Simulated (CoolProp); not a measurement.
Saturated liquid density (kg/m³) of R1234yf: the reference equation beside estimates from Tc = 367.8 K, pc = 3.384 MPa, ω = 0.276. Rackett uses Z = 0.29056 − 0.08775 ω.

Values from CoolProp's reference Helmholtz-energy equation of state, Lemmon 2022.

```csv
T (K),reference,Rackett,van der Waals,Redlich-Kwong,Soave-Redlich-Kwong,Peng-Robinson
253.2,1236,1223,[?],1057,1103,1248
260.6,[?],1201,715.0,1035,1082,1225
268,[?],1179,701.9,1011,1059,1200
275.5,1169,1155,688.0,986.7,1035,1174
282.9,1145,[?],673.7,961.1,1010,1146
290.4,1119,1106,658.6,933.7,983.1,1116
297.8,1093,1080,[?],905.3,[?],1083
305.3,1065,1052,[?],874.8,923.5,1048
312.7,1035,1023,608.1,842.8,890.4,1011
320.1,1004,991.3,589.0,808.5,854.6,969.5
```

Fill in the missing entries.


- 253.2, van der Waals: 727.5
- 260.6, reference: 1214
- 268, reference: 1192
- 282.9, Rackett: 1131
- 297.8, van der Waals: 642.8
- 297.8, Soave-Redlich-Kwong: 954.5
- 305.3, van der Waals: 625.8

Absolute difference from the reference over all 10 rows, mean and median: Rackett 1.2 and 1.2 %, van der Waals 41.2 and 41.2 %, Redlich-Kwong 16.6 and 16.3 %, Soave-Redlich-Kwong 12.3 and 12.0 %, Peng-Robinson 1.2 and 0.9 %.
